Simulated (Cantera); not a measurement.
Cantera with NASA thermochemical tables; ideal gases at 1 bar, condensed phases pure. Values are per mole of reaction as written; species without (g) are pure solids or liquids, kept so even where they would boil at 1 bar.

0.6667 Al + Cl₂(g) = 0.6667 AlCl₃(g)

```json
[
 {"T (K)": "423", "ΔH° (kJ)": "___", "ΔS° (J/K)": "___", "ΔG° (kJ)": "___", "log10 K": "___"},
 {"T (K)": "473", "ΔH° (kJ)": "-390.1", "ΔS° (J/K)": "-33.2", "ΔG° (kJ)": "-374.4", "log10 K": "41.34"},
 {"T (K)": "523", "ΔH° (kJ)": "___", "ΔS° (J/K)": "___", "ΔG° (kJ)": "___", "log10 K": "___"},
 {"T (K)": "573", "ΔH° (kJ)": "___", "ΔS° (J/K)": "___", "ΔG° (kJ)": "___", "log10 K": "___"},
 {"T (K)": "623", "ΔH° (kJ)": "___", "ΔS° (J/K)": "___", "ΔG° (kJ)": "___", "log10 K": "___"},
 {"T (K)": "673", "ΔH° (kJ)": "-390.5", "ΔS° (J/K)": "-33.9", "ΔG° (kJ)": "-367.7", "log10 K": "28.54"},
 {"T (K)": "723", "ΔH° (kJ)": "-390.6", "ΔS° (J/K)": "-34.1", "ΔG° (kJ)": "-366.0", "log10 K": "26.44"},
 {"T (K)": "773", "ΔH° (kJ)": "-390.8", "ΔS° (J/K)": "-34.3", "ΔG° (kJ)": "-364.3", "log10 K": "24.61"},
 {"T (K)": "823", "ΔH° (kJ)": "-391.0", "ΔS° (J/K)": "-34.5", "ΔG° (kJ)": "-362.5", "log10 K": "23.01"},
 {"T (K)": "873", "ΔH° (kJ)": "-391.2", "ΔS° (J/K)": "-34.8", "ΔG° (kJ)": "-360.8", "log10 K": "21.59"}
]
```

Task: Fill in the missing entries.

Result: 
- 423, ΔH° (kJ): -390.0
- 423, ΔS° (J/K): -33.0
- 423, ΔG° (kJ): -376.0
- 423, log10 K: 46.43
- 523, ΔH° (kJ): -390.2
- 523, ΔS° (J/K): -33.4
- 523, ΔG° (kJ): -372.7
- 523, log10 K: 37.22
- 573, ΔH° (kJ): -390.3
- 573, ΔS° (J/K): -33.5
- 573, ΔG° (kJ): -371.0
- 573, log10 K: 33.82
- 623, ΔH° (kJ): -390.4
- 623, ΔS° (J/K): -33.7
- 623, ΔG° (kJ): -369.4
- 623, log10 K: 30.97
